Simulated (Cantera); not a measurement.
**Equilibrium for chemical vapour transport: MgO + H2O + H2**

Input: 1 mol MgO, 2.8 mol H2O, 0.058 mol H2, equilibrated at 1373.15 K and 1 atm.

Equilibrium computed with Cantera from the NASA thermochemical tables; the gas is ideal and each condensed phase is pure. Candidate condensed phases: H2O, Mg, MgO, Mg(OH)2; 15 gas species. Equilibrium is a limit: real reactors are often held back by kinetics, nucleation or transport.

The x(H2O) comes out as 0.980 and the x(H2) comes out as 0.0203. The n(MgO(s)) is 1.00 mol, the gas amount is 2.858 mol and the log10 activity of Mg(l) (absent) comes out as -12.28.
